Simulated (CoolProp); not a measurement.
Values from CoolProp's reference Helmholtz-energy equation of state, Smukala 2000.

Problem. For ethylene, give the phase and the density (kg/m³), Joule-Thomson coefficient (K/MPa) at 176.85 °C and 64 bar; 176.85 °C and 69.8 bar.

Solution. 
- 176.85 °C and 64 bar: supercritical; density 52.3, Joule-Thomson coefficient 3.29
- 176.85 °C and 69.8 bar: supercritical; density 57.4, Joule-Thomson coefficient 3.24
